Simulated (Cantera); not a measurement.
A perfectly stirred reactor is fed with C3H8 : O2 : N2 = 1 : 2.94 : 11.1 (molar parts), at 1.10 bar; it is adiabatic with a 450 K inlet, and is followed from long to short residence time, starting on the burning branch (τ in s: 0.47, 0.2, 0.084, 0.035, 0.015, 0.0063, 0.0027, 0.0011, 0.00047, 0.0002, 8.4e-05, 3.5e-05, 1.5e-05).

Cantera simulation using GRI-Mech 3.0 (53 species, 325 reactions); the numbers are that mechanism's predictions, not measurements. GRI-Mech 3.0 was tuned for natural gas; its chemistry of propane as a main component is partial and can be far from experiment.

Q: What does this change do: inlet temperature 450 to 625 K?

A: 
```json
[
 {"quantity": "blow-out, bracketed by the residence times tried", "before": "burning at 0.470 ms, out at 0.200 ms", "after": "burning at 0.200 ms, out at 84.0 µs"},
 {"quantity": "x(C3H8) at τ = 0.470 s", "before": "2.96e-7", "after": "1.25e-7"},
 {"quantity": "x(O2) at τ = 0.470 s", "before": "5.55e-5", "after": "2.05e-5"},
 {"quantity": "x(C2H) at τ = 0.470 s", "before": "5.92e-8", "after": "3.51e-8"},
 {"quantity": "x(NO) at τ = 0.470 s", "before": "4.33e-5", "after": "8.67e-5"},
 {"quantity": "x(CH2O) at τ = 0.470 s", "before": "1.20e-6", "after": "5.17e-7"},
 {"quantity": "x(C3H8) at τ = 2.70 ms", "before": "2.89e-5", "after": "1.35e-5"},
 {"quantity": "x(O2) at τ = 2.70 ms", "before": "0.00273", "after": "0.00138"},
 {"quantity": "x(C2H) at τ = 2.70 ms", "before": "1.83e-6", "after": "2.27e-6"},
 {"quantity": "x(NO) at τ = 2.70 ms", "before": "3.38e-5", "after": "0.000113"},
 {"quantity": "x(CH2O) at τ = 2.70 ms", "before": "3.76e-5", "after": "2.52e-5"}
]
```
